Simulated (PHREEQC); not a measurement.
**Acid rinse or clean: speciation**

A solution holds 0.14 mol/kgw HBr, 0.00011 mol/kgw NiCl2, 8.9e-05 mol/kgw CuCl2 and 0.016 mol/kgw CdSO4, at 90 °C. Closed to the air; pH follows from the charge balance.

Model: ion-association model, wateq4f.dat, run in PHREEQC.

This is a speciation only: nothing precipitates in the calculation.

**Question.** What pH does the model give?

**Answer.** pH 1.01.

**Question.** In which forms is Cd present?

**Answer.** CdBr+ 59 %, CdBr2 26 %, Cd+2 15 % of the Cd.

At this temperature some constants are extrapolated from 25 °C, and those without enthalpy data are left unchanged.
